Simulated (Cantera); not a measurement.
Input: 1 mol Si2H6, 17 mol NO, 3.1 mol N2, held at 0.00300 bar.

These are equilibrium values from Cantera (NASA tables, ideal gas, pure condensed phases), not measurements of a reactor. Candidate condensed phases: H2O, Si, SiO2, Si2N2O, Si3N4; 35 gas species. The feed counts by its element totals alone. The tables hold silica as quartz up to 1696 K and as liquid above; real silica turns to tridymite and cristobalite and melts near 1996 K. Kinetics and transport are ignored.

Question: Which condensed phases are stable at each of these points (T (°C)): 800, 900, 1000, 1100, 1200, 1300, 1400, 1500, 1600, 1700, 1800?

Answer: 
```
T (°C)  condensed phases  Si condensed (%)
------  ----------------  ----------------
800       SiO2(β-quartz)             100.0
900       SiO2(β-quartz)             100.0
1000      SiO2(β-quartz)             100.0
1100      SiO2(β-quartz)             100.0
1200      SiO2(β-quartz)             100.0
1300      SiO2(β-quartz)             100.0
1400      SiO2(β-quartz)             100.0
1500     SiO2(condensed)             100.0
1600     SiO2(condensed)             100.0
1700     SiO2(condensed)              99.8
1800             SiO2(l)              98.4
```

From 800 °C to 1400 °C the condensed part is SiO2(β-quartz). From 1500 °C to 1700 °C the condensed part is SiO2(condensed). At 1800 °C the condensed part is SiO2(l).
